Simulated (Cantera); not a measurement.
Charge: 1 mol FeS₂, 130 mol H₂, 0.081 mol H₂O, held at 2173.15 K and 0.133 bar.

Method: chemical equilibrium by Gibbs-energy minimisation in Cantera with the NASA 1993 tables (ideal gas, pure condensed phases). Candidate condensed phases: Fe, FeO, Fe(OH)₂, Fe(OH)₃, FeS, FeSO₄, FeS₂, Fe₂O₃, Fe₂(SO₄)₃, Fe₃O₄, H₂O, H₂SO₄, S; 22 gas species. The numbers say what is thermodynamically allowed, not how fast it happens.

Base state: H₂ 0.966, H 0.0130, Fe 0.00754, H₂S 0.00587, SH 0.00435, S₂ 0.00189, S 0.00108, H₂O 0.000606 (mole fractions); condensed: gas only.

Q: What changes in the equilibrium state with this change: temperature from 2173.15 K to 650 K?

A: 
```json
[
 {"species": "H₂", "before": "0.966", "after": "0.992"},
 {"species": "H₂S", "before": "0.00587", "after": "0.00769"},
 {"species": "H₂O", "before": "0.000606", "after": "0.000623"},
 {"species": "H", "before": "0.0130", "after": "<1e-9"},
 {"species": "Fe", "before": "0.00754", "after": "<1e-9"},
 {"species": "SH", "before": "0.00435", "after": "<1e-9"},
 {"species": "S₂", "before": "0.00189", "after": "<1e-9"},
 {"species": "S", "before": "0.00108", "after": "<1e-9"},
 {"species": "FeS(s), mol", "before": "0", "after": "1.00"}
]
```
FeS: taken at fixed stoichiometry.
